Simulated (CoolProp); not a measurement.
Vapour-liquid equilibrium of ethanol (1) + toluene (2) at 5.9 bar; x and y are mole fractions of (1).

Values from CoolProp's multi-fluid Helmholtz-energy mixture model, Schroeder 2014 and Lemmon 2006; pair parameters Bell 2016.

```
x     bubble temperature, mixture model (K)  bubble temperature, Raoult's law (K)  y, mixture model  y, Raoult's law
----  -------------------------------------  ------------------------------------  ----------------  ---------------
0.05                                  441.9                                 453.1             0.302            0.168
0.2                                   419.3                                 438.3             0.605            0.481
0.35                                  412.2                                 428.2             0.692            0.661
0.5                                   409.0                                 420.6             0.740            0.780
0.65                                  406.9                                 414.6             0.787            0.866
0.8                                   405.2                                 409.6             0.852            0.932
0.95                                  404.2                                 405.4             0.954            0.985
```

The largest gap from Raoult's law is -19.0 K in bubble temperature, at x = 0.2. No azeotrope shows between x = 0.05 and 0.95.

Pair parameters are fitted to limited data, so mixtures are less certain than the pure fluids.
